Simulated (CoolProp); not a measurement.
Saturation properties of water (Tc = 647.1 K, pc = 22.06 MPa, ω = 0.344).

Computed with CoolProp (reference Helmholtz-energy equation of state, Wagner 2002).

```tsv
T (K)	p (MPa)	vapour Z	liquid viscosity (µPa s)
455.8	1.065	0.9266	148
475.4	1.629	0.9029	133
495	2.403	0.8745	121
514.6	3.433	0.8411	110
534.2	4.773	0.8020	101
553.8	6.480	0.7562	93.3
573.4	8.618	0.7025	85.8
593	11.26	0.6383	78.4
612.6	14.50	0.5588	70.6
```

It boils at 373.1 K under 1 atm.

Viscosity comes from a separate model (Huber 2009).
